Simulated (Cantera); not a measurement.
Input: 1 mol Si, 0.077 mol CO₂, 450 mol H₂, at 0.0233 Torr.

Cantera equilibrium calculation (NASA polynomials, part measured and part estimated; ideal gas, pure solids and liquids). Candidate condensed phases: C, C₆H₆, C₇H₈, C₈H₁₈, H₂O, Si, SiC, SiO₂; 123 gas species. Kinetics and transport are ignored. All values below are at 1602 °C.

Base state: H₂ 0.887, H 0.111, Si 0.00192, SiO 0.000161, CO 0.000161 (mole fractions); condensed: gas only.

Q: What changes in the equilibrium state with this change: pressure from 0.0233 Torr to 750 Torr?

A: 
```tsv
species	before	after
H₂	0.887	0.999
H	0.111	0.000655
SiO	0.000161	0.000294
Si	0.00192	9.06e-6
CH₄	<1e-9	2.02e-5
SiH₂	2.90e-7	4.96e-5
CO	0.000161	4.81e-5
Si(l), mol	0	0.791
SiC(s), mol	0	0.0457
```
Mutual solubility and eutectic melting of coexisting phases are not modelled. Gases not in the tables: Si₂H₆ and higher silanes.
